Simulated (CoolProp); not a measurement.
Vapour-liquid equilibrium of acetone (1) + n-heptane (2) at 56.55 °C; x and y are mole fractions of (1).

Values from CoolProp's multi-fluid Helmholtz-energy mixture model, Lemmon 2006 and Span 2003; pair parameters Bell 2016.

Q: Give the bubble pressure and the first vapour's composition at x = 0.275, 0.35, 0.8. Is there an azeotrope?

A: x = 0.275: 0.8182 bar, y = 0.751; x = 0.35: 0.8770 bar, y = 0.777; x = 0.8: 1.017 bar, y = 0.867. y crosses x between x = 0.875 and 0.95: the model has an azeotrope there.

Pair parameters are fitted to limited data, so mixtures are less certain than the pure fluids. With so large a gap from Raoult's law the liquid may split in two, which this calculation doesn't test in full.
